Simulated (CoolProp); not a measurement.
Properties of R1123 at several states (Tc = 331.7 K, pc = 4549 kPa, ω = 0.243).

The numbers come from the reference Helmholtz-energy equation of state, Akasaka 2020 in CoolProp.

| T (K) | p (kPa) | phase | Z | isothermal compressibility (1/MPa) | expansivity (1/kK) |
|---|---|---|---|---|---|
| 298.9 | 1400 | gas | 0.8241 | 0.8960 | 6.337 |
| 336.4 | 10.4 | gas | 0.9992 | 96.23 | 2.980 |
| 264.6 | 64.1 | gas | 0.9895 | 15.77 | 3.915 |
| 206.8 | 12400 | liquid | 0.4272 | 0.001324 | 1.993 |
| 365.9 | 435 | gas | 0.9758 | 2.357 | 2.976 |
| 256.3 | 14500 | liquid | 0.4477 | 0.002572 | 2.462 |
